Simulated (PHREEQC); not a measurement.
A made-up water analysis in mmol/kgw, 25 °C, pH 6.82:

```json
[
 {"constituent": "Na", "mmol/kgw": "198"},
 {"constituent": "K", "mmol/kgw": "0.0298"},
 {"constituent": "Ca", "mmol/kgw": "0.041"},
 {"constituent": "Mg", "mmol/kgw": "7.02"},
 {"constituent": "Cl", "mmol/kgw": "169"},
 {"constituent": "S(6)", "mmol/kgw": "17.9"},
 {"constituent": "Alkalinity (meq/kgw)", "mmol/kgw": "0.027"}
]
```

Valence states are taken as typed.

Equilibrium calculation in PHREEQC: Pitzer model, pitzer.dat.

Each row changes one thing in this solution. This is a speciation only: nothing precipitates in the calculation.

```json
[
 {"case": "as made", "CO2 (mol/kgw)": "6.76e-6", "HSO4- (mol/kgw)": "7.24e-8", "CO3-2 (mol/kgw)": "2.94e-8", "MgOH+ (mol/kgw)": "2.23e-8", "MgCO3 (mol/kgw)": "1.03e-8", "SI of Gypsum (CaSO4:2H2O)": "-2.84", "SI of Mirabilite (Na2SO4:10H2O)": "-2.91"},
 {"case": "temperature from 25 to 5 °C at the same typed pH", "CO2 (mol/kgw)": "1.03e-5", "HSO4- (mol/kgw)": "4.22e-8", "CO3-2 (mol/kgw)": "1.76e-8", "MgOH+ (mol/kgw)": "3.58e-9", "MgCO3 (mol/kgw)": "5.09e-9", "SI of Gypsum (CaSO4:2H2O)": "-2.80", "SI of Mirabilite (Na2SO4:10H2O)": "-1.90"},
 {"case": "Cl from 169 to 507 mmol/kgw", "CO2 (mol/kgw)": "6.12e-6", "HSO4- (mol/kgw)": "5.04e-8", "CO3-2 (mol/kgw)": "4.28e-8", "MgOH+ (mol/kgw)": "2.22e-8", "MgCO3 (mol/kgw)": "1.17e-8", "SI of Gypsum (CaSO4:2H2O)": "-2.94", "SI of Mirabilite (Na2SO4:10H2O)": "-3.14"},
 {"case": "Ca from 0.041 to 0.123 mmol/kgw", "CO2 (mol/kgw)": "6.76e-6", "HSO4- (mol/kgw)": "7.24e-8", "CO3-2 (mol/kgw)": "2.94e-8", "MgOH+ (mol/kgw)": "2.23e-8", "MgCO3 (mol/kgw)": "1.03e-8", "SI of Gypsum (CaSO4:2H2O)": "-2.37", "SI of Mirabilite (Na2SO4:10H2O)": "-2.91"}
]
```

Away from 25 °C the constants follow the database's enthalpies or fits; those with neither stay at their 25 °C values.
